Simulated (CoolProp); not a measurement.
A simple Rankine cycle with sulfur dioxide: condensing at 307.15 K, boiler at 6.65 MPa, turbine inlet 422.4 K, turbine efficiency 0.7, pump efficiency 0.7, no recuperator. Each further row changes one setting.

Values from CoolProp's reference Helmholtz-energy equation of state, Gao 2016.

| case | thermal efficiency (%) | net work (kJ/kg) | heat in (kJ/kg) | turbine exit temperature (K) | volume ratio over the turbine |
|---|---|---|---|---|---|
| as stated | 13.7 | 44.4 | 324 | 307.1 | 13.4 |
| turbine inlet 442.4 K | 14.5 | 53.2 | 368 | 307.1 | 11.2 |
| condensing temperature 299.15 K | 14.7 | 49.2 | 335 | 299.2 | 17.1 |
| boiler pressure 4.66 MPa | 13.2 | 49.7 | 376 | 307.1 | 7.67 |
| turbine efficiency 0.6 | 11.4 | 37.1 | 324 | 307.1 | 13.8 |

The expansion ends wet for: as stated; turbine inlet 442.4 K; condensing temperature 299.15 K; boiler pressure 4.66 MPa; turbine efficiency 0.6.
